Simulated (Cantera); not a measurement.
Cantera run:

```python
import numpy as np
import cantera as ct

gas_names = """
    Fe H H2 N NH NH2 NH3 N2 N2H2 N2H4
""".split()
cond_names = """
    Fe(a) Fe(c) Fe(d) Fe(L)
""".split()


# ... load() reads the species with a 1 bar reference pressure and builds the phases ...
atoms = {
    'Fe': {'Fe': 1},
    'NH3': {'N': 1, 'H': 3},
    'H2': {'H': 2},
}
top_T = {}  # K; cautious upper limits of use, not melting points


# ... equilibrate(T, P, feed) seeds the gas with the atoms and calls Mixture.equilibrate('TP', solver="vcs", rtol=1e-11, max_steps=5000) ...
results = []
feed = {'Fe': 1, 'NH3': 1.4, 'H2': 270}  # mol
T = 725  # K
P = 100000  # Pa
mix = equilibrate(T, P, feed)
results.append((T, P, feed, dict(zip(mix.species_names, mix.species_moles))))
print(gas.report(threshold=0.0001))
for i in range(1, mix.n_phases):
    print(f"{mix.phase(i).name:16s} {mix.phase_moles(i):12.5e} mol")
```

Result:

```
       temperature   725 K
          pressure   1e+05 Pa
           density   0.034562 kg/m^3
  mean mol. weight   2.0834 kg/kmol
   phase of matter   gas

                          1 kg             1 kmol
                     ---------------   ---------------
          enthalpy        5.9865e+06        1.2472e+07  J
   internal energy        3.0931e+06        6.4443e+06  J
           entropy             75352        1.5699e+05  J/K
    Gibbs function       -4.8644e+07       -1.0134e+08  J
 heat capacity c_p             14115             29407  J/K
 heat capacity c_v             10124             21092  J/K

                      mass frac. Y      mole frac. X     chem. pot. / RT
                     ---------------   ---------------   ---------------
                H2             0.965           0.99727           -16.773
               NH3         0.0027323        0.00033425           -40.228
                N2          0.032267         0.0023997           -30.138
     [   +7 minor]        4.5259e-14         9.326e-14

Fe(a)             1.00000e+00 mol
```

Equilibrium computed with Cantera from the NASA thermochemical tables; the gas is ideal and each condensed phase is pure.
